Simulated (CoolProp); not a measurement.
Values from CoolProp's reference Helmholtz-energy equation of state, Lemmon 2005. It is a short technical equation, of lower accuracy than the large ones.

**Question.** For isobutene, give the phase and the isothermal compressibility (1/MPa), expansivity (1/kK) at 411.5 K and 12.4 MPa; 463.4 K and 12.4 MPa.

**Answer.** 
- 411.5 K and 12.4 MPa: liquid; isothermal compressibility 0.0111, expansivity 3.31
- 463.4 K and 12.4 MPa: supercritical; isothermal compressibility 0.0315, expansivity 5.25
